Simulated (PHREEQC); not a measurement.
0.015 g of hydrous ferric oxide (600 m²/g; 0.2 weak and 0.005 strong sites per Fe, Dzombak-Morel constants, diffuse double layer) in 1 kg of water with 0.05 mol/kgw of an inert sodium salt and 2.1e-06 mol NaF, 5e-05 mol Ag2SO4 and 5.8e-07 mol CaCl2, at 25 °C; the pH is set by adding NaOH or the inert anion's acid. O2 is buffered at 0.21 atm. CO2 from the air is kept out. Nothing may precipitate in this run.

Computed with PHREEQC (ion-association model, wateq4f.dat).

```
pH  F sorbed (%)  S sorbed (%)  Ag sorbed (%)  Ca sorbed (%)  surface charge σ (C/m²)
--  ------------  ------------  -------------  -------------  -----------------------
3            2.1          22.0            0.0            0.0                    0.132
4              …          20.8            0.0            0.0                        …
5              …             …            0.0            0.0                    0.104
6            2.4             …            0.4            0.0                    0.070
7            0.7           0.5            0.9            0.0                    0.033
8            0.1           0.0            1.8            0.1                    0.003
9            0.0           0.0            8.3              …                   -0.025
10           0.0           0.0           22.3           41.7                   -0.049
11           0.0           0.0           27.6           56.8                   -0.057
```

Task: What belongs in the gaps?

Result: 
- 4, F sorbed (%): 3.9
- 4, surface charge σ (C/m²): 0.125
- 5, F sorbed (%): 3.8
- 5, S sorbed (%): 14.9
- 6, S sorbed (%): 5.4
- 9, Ca sorbed (%): 6.6

Along this series the solution becomes supersaturated in solids that the run did not let form, among them Ag2O. Species that the database lacks are ignored. The oxide is taken as insoluble; below pH 4 it would dissolve.
